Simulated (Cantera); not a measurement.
Charge: 1 mol BN, 50 mol HCl, 32 mol N₂, held at 22.0 mbar.

These are equilibrium values from Cantera (NASA tables, ideal gas, pure condensed phases), not measurements of a reactor. Candidate condensed phases: B, BN, NH₄Cl; 21 gas species. Gases not in the tables: BHCl₂. Rates play no part.

Q: Which condensed phases are stable at each of these points (T (K)): 823, 973, 1123, 1273, 1423, 1573, 1723, 1873?

A: 
```csv
T (K),condensed phases,B condensed (%)
823,BN(s),95.1
973,BN(s),84.1
1123,BN(s),62.9
1273,BN(s),29.8
1423,gas only,0.0
1573,gas only,0.0
1723,gas only,0.0
1873,gas only,0.0
```

From 823 K to 1273 K the condensed part is BN(s). From 1423 K to 1873 K nothing is condensed.
